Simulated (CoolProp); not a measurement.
R1336mzz(Z) along the isobar 316 kPa: density (kg/m³) from the reference equation and from simpler models built on Tc = 171.3 °C, pc = 2904 kPa, ω = 0.386; each cubic takes its own stable root.

Values from CoolProp's reference Helmholtz-energy equation of state, McLinden 2020.

```csv
T (°C),phase,reference,van der Waals,Peng-Robinson
46.15,liquid,1309,21.12,[?]
59.05,liquid,1272,20.15,1224
71.95,gas,20.28,19.27,20.03
84.85,gas,19.21,18.47,19.07
97.75,gas,18.28,17.73,18.22
110.65,gas,17.47,17.06,17.45
123.55,gas,16.75,16.44,16.76
136.45,gas,16.10,15.87,16.12
149.45,gas,15.50,15.33,15.53
162.35,gas,14.96,14.84,15.00
175.25,gas,14.46,14.37,14.50
188.15,gas,14.00,[?],14.04
201.05,gas,13.57,13.53,13.61
213.95,gas,13.17,[?],13.20
226.85,gas,12.79,12.79,12.83
```

### Question
Fill in the missing entries.

### Answer

- 46.15, Peng-Robinson: 1262
- 188.15, van der Waals: 13.94
- 213.95, van der Waals: 13.15

At some of these states van der Waals gives the other phase, because its saturation line lies elsewhere.
